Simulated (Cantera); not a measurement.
A closed system holds: 1 mol PbO, 2.8 mol C, 0.017 mol CO, equilibrated at 1873 K and 13.0 Pa.

These are equilibrium values from Cantera (NASA tables, ideal gas, pure condensed phases), not measurements of a reactor. Candidate condensed phases: C, Pb, PbO, PbO2, Pb3O4; 15 gas species. The numbers say what is thermodynamically allowed, not how fast it happens.

Base state: CO 0.504, Pb 0.496 (mole fractions); condensed: C(graphite).

Task: What changes in the equilibrium state with this change: temperature from 1873 K to 973 K?

Result: 
```json
[
 {"species": "CO", "before": "0.504", "after": "0.933"},
 {"species": "Pb", "before": "0.496", "after": "0.0673"},
 {"species": "CO2", "before": "1.62e-9", "after": "0.000113"},
 {"species": "C(graphite), mol", "before": "1.80", "after": "1.80"},
 {"species": "Pb(l), mol", "before": "0", "after": "0.927"}
]
```
